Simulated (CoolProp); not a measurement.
A Linde-Hampson liquefier for oxygen: isothermal reversible compression at 200 K from 1 atm to 30 MPa, throttling to 1 atm, return gas leaving the recuperator 0 K below the feed. Each further row changes one setting.

The numbers come from the reference Helmholtz-energy equation of state, Schmidt 1985 in CoolProp.

```csv
case,liquid yield per pass,compression work (kJ/kg of gas)
as stated,?,261
high pressure 60 MPa,?,?
warm-end temperature 230 K,?,?
warm-end gap 5 K,?,261
```

**Question.** What belongs in the gaps?

**Answer.** 
- as stated, liquid yield per pass: 0.370
- high pressure 60 MPa, liquid yield per pass: 0.363
- high pressure 60 MPa, compression work (kJ/kg of gas): 299
- warm-end temperature 230 K, liquid yield per pass: 0.273
- warm-end temperature 230 K, compression work (kJ/kg of gas): 316
- warm-end gap 5 K, liquid yield per pass: 0.361
